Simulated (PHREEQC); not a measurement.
A column of 0.5 m (30 cells, dispersivity 0.018 m, 3600 s a shift, diffusion coefficient 3e-10 m²/s) holds 0.0011 eq of the database's cation exchanger X per kg of pore water, first in equilibrium with 4 mmol/kgw CdCl2, 26 mmol/kgw KCl and 0.01 mmol/kgw HCl. It is flushed with 0.00042 mol BaCl2, 0.00093 mol ZnCl2 and 1e-05 mol HCl per kg of water, at 25 °C. Values are for the last cell. The system is closed to CO2. Precipitation was switched off in this run.

All values are PHREEQC results (ion-association model, phreeqc.dat), not measurements.

Problem. Predict Zn in solution (mol/kgw), Ba in solution (mol/kgw), K in solution (mol/kgw), Cd in solution (mol/kgw) at pore volumes = 0.7167, 1.417, 1.917, 2.817.

Solution. 
```json
[
 {"pore volumes": "0.7167", "Zn in solution (mol/kgw)": "4.48e-5", "Ba in solution (mol/kgw)": "1.47e-5", "K in solution (mol/kgw)": "0.0229", "Cd in solution (mol/kgw)": "0.00343"},
 {"pore volumes": "1.417", "Zn in solution (mol/kgw)": "0.000501", "Ba in solution (mol/kgw)": "0.000184", "K in solution (mol/kgw)": "0.00263", "Cd in solution (mol/kgw)": "0.000531"},
 {"pore volumes": "1.917", "Zn in solution (mol/kgw)": "0.000841", "Ba in solution (mol/kgw)": "0.000355", "K in solution (mol/kgw)": "0.000222", "Cd in solution (mol/kgw)": "0.000117"},
 {"pore volumes": "2.817", "Zn in solution (mol/kgw)": "0.000929", "Ba in solution (mol/kgw)": "0.000418", "K in solution (mol/kgw)": "1.29e-6", "Cd in solution (mol/kgw)": "3.34e-6"}
]
```
